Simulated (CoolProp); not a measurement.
Values from CoolProp's reference Helmholtz-energy equation of state, Colonna 2008. It is a short technical equation, of lower accuracy than the large ones.

Problem. For dodecamethylcyclohexasiloxane (D6), give the phase and the Z, cp (kJ/(kg K)), Joule-Thomson coefficient (K/MPa) at 579.6 K and 0.797 MPa; 588.5 K and 0.797 MPa; 593 K and 0.797 MPa.

Solution. 
- 579.6 K and 0.797 MPa: liquid; Z 0.120, cp 2.18, Joule-Thomson coefficient 0.665
- 588.5 K and 0.797 MPa: liquid; Z 0.122, cp 2.21, Joule-Thomson coefficient 0.879
- 593 K and 0.797 MPa: liquid; Z 0.123, cp 2.23, Joule-Thomson coefficient 1.01
